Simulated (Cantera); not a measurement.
# Ignition delay

Mixture: 20.0 % CO, 0.660 % H2, 15.9 % O2, 59.8 % N2, 3.60 % CO2, equivalence ratio 0.65, at 5.00 bar, adiabatic and at constant volume. Ignition delay is the time to a rise of 400 K.

Detailed kinetics in Cantera: GRI-Mech 3.0 (53 species, 325 reactions). The hydrogen kinetics of GRI-Mech 3.0 are dated; newer H2 mechanisms differ, most at raised pressure. Where the delays flatten at high temperature, the 400 K rule measures the pace of heat release, not the induction time.

| T0 (K) | delay (ms) |
|---|---|
| 1148 | 0.207 |
| 1223 | 0.0756 |
| 1298 | 0.0434 |
| 1373 | 0.0306 |
| 1448 | 0.0241 |
| 1523 | 0.0204 |
